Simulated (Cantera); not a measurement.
What does this Cantera script print?

```python
import numpy as np
import cantera as ct

gas_names = """
    CL CL2 Cs CsCL Cs2 Cs2CL2 H HCL H2 N NH NH2 NH3 N2 N2H2 N2H4
""".split()
cond_names = """
    Cs(cr) Cs(L) CsCL(a) CsCL(b) CsCL(L) NH4CL(a) NH4CL(b)
""".split()


# ... load() reads the species with a 1 bar reference pressure and builds the phases ...
atoms = {
    'CsCl': {'Cs': 1, 'CL': 1},
    'H2': {'H': 2},
    'N2': {'N': 2},
}
top_T = {}  # K; cautious upper limits of use, not melting points


# ... equilibrate(T, P, feed) seeds the gas with the atoms and calls Mixture.equilibrate('TP', solver="vcs", rtol=1e-11, max_steps=5000) ...
results = []
T = 2173.15  # K
P = 140  # Pa
for m in [3.5, 7.7, 12, 16, 20, 24, 29, 33, 37, 41, 45]:
    feed = {'CsCl': 1, 'H2': m, 'N2': 1.6}  # mol
    mix = equilibrate(T, P, feed)
    results.append((T, P, feed, dict(zip(mix.species_names, mix.species_moles))))
    x = sorted(zip(gas.X, gas.species_names), reverse=True)
    print(f"T = {T:g} K  P = {P:g} Pa  n(H2) = {m:g} mol  gas = {mix.phase_moles(0):.4g} mol")
    print("   x: " + "  ".join(f"{s} {v:.3e}" for v, s in x if v > 1e-06))
    print("   condensed (mol): " + ("  ".join(f"{mix.phase(i).name} {mix.phase_moles(i):.4g}"
          for i in range(1, mix.n_phases) if mix.phase_moles(i) > 1e-12) or "none"))
```

It prints:

```
T = 2173.15 K  P = 140 Pa  n(H2) = 3.5 mol  gas = 6.515 mol
   x: H2 4.776e-01  N2 2.456e-01  CsCL 1.194e-01  H 8.921e-02  Cs 3.407e-02  HCL 2.999e-02  CL 4.087e-03
   condensed (mol): none
T = 2173.15 K  P = 140 Pa  n(H2) = 7.7 mol  gas = 11.03 mol
   x: H2 6.348e-01  N2 1.451e-01  H 1.028e-01  CsCL 6.408e-02  Cs 2.659e-02  HCL 2.378e-02  CL 2.811e-03
   condensed (mol): none
T = 2173.15 K  P = 140 Pa  n(H2) = 12 mol  gas = 15.64 mol
   x: H2 7.034e-01  H 1.083e-01  N2 1.023e-01  CsCL 4.195e-02  Cs 2.201e-02  HCL 1.979e-02  CL 2.222e-03
   condensed (mol): none
T = 2173.15 K  P = 140 Pa  n(H2) = 16 mol  gas = 19.91 mol
   x: H2 7.393e-01  H 1.110e-01  N2 8.034e-02  CsCL 3.106e-02  Cs 1.915e-02  HCL 1.726e-02  CL 1.891e-03
   condensed (mol): none
T = 2173.15 K  P = 140 Pa  n(H2) = 20 mol  gas = 24.19 mol
   x: H2 7.627e-01  H 1.127e-01  N2 6.614e-02  CsCL 2.428e-02  Cs 1.706e-02  HCL 1.539e-02  CL 1.660e-03
   condensed (mol): none
T = 2173.15 K  P = 140 Pa  n(H2) = 24 mol  gas = 28.46 mol
   x: H2 7.793e-01  H 1.139e-01  N2 5.621e-02  CsCL 1.970e-02  Cs 1.544e-02  HCL 1.395e-02  CL 1.488e-03
   condensed (mol): none
T = 2173.15 K  P = 140 Pa  n(H2) = 29 mol  gas = 33.8 mol
   x: H2 7.942e-01  H 1.150e-01  N2 4.734e-02  CsCL 1.573e-02  Cs 1.385e-02  HCL 1.253e-02  CL 1.324e-03
   condensed (mol): none
T = 2173.15 K  P = 140 Pa  n(H2) = 33 mol  gas = 38.07 mol
   x: H2 8.032e-01  H 1.157e-01  N2 4.203e-02  CsCL 1.343e-02  Cs 1.283e-02  HCL 1.161e-02  CL 1.221e-03
   condensed (mol): none
T = 2173.15 K  P = 140 Pa  n(H2) = 37 mol  gas = 42.34 mol
   x: H2 8.104e-01  H 1.162e-01  N2 3.779e-02  Cs 1.197e-02  CsCL 1.165e-02  HCL 1.084e-02  CL 1.134e-03
   condensed (mol): none
T = 2173.15 K  P = 140 Pa  n(H2) = 41 mol  gas = 46.6 mol
   x: H2 8.163e-01  H 1.166e-01  N2 3.433e-02  Cs 1.124e-02  CsCL 1.022e-02  HCL 1.018e-02  CL 1.061e-03
   condensed (mol): none
T = 2173.15 K  P = 140 Pa  n(H2) = 45 mol  gas = 50.87 mol
   x: H2 8.213e-01  H 1.170e-01  N2 3.145e-02  Cs 1.059e-02  HCL 9.597e-03  CsCL 9.063e-03  CL 9.976e-04
   condensed (mol): none
```

Equilibrium computed with Cantera from the NASA thermochemical tables; the gas is ideal and each condensed phase is pure.
